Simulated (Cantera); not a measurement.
A closed system holds: 1 mol NiS, 230 mol H2, 12 mol N2, at 427 °C and 51.0 Pa.

Cantera equilibrium calculation (NASA polynomials, part measured and part estimated; ideal gas, pure solids and liquids). Candidate condensed phases: Ni, NiS, NiS2, Ni3S2, Ni3S4, S; 17 gas species. Rates play no part.

Base state: H2 0.949, N2 0.0496, H2S 0.00138 (mole fractions); condensed: Ni3S2(s).

Question: What changes in the equilibrium state with this change: pressure from 51.0 Pa to 1 atm?

Answer: 
```tsv
species	before	after
H2	0.949	0.948
N2	0.0496	0.0487
NH3	9.84e-7	0.00193
H2S	0.00138	0.00138
Ni3S2(s), mol	0.333	0.333
```

Question: What changes in the equilibrium state with this change: temperature from 427 °C to 625 °C?

Answer: 
| species | before | after |
|---|---|---|
| H2 | 0.949 | 0.949 |
| N2 | 0.0496 | 0.0496 |
| H2S | 0.00138 | 0.00161 |
| Ni3S2(s), mol | 0.333 | 0.305 |
| Ni(s), mol | 0 | 0.0845 |
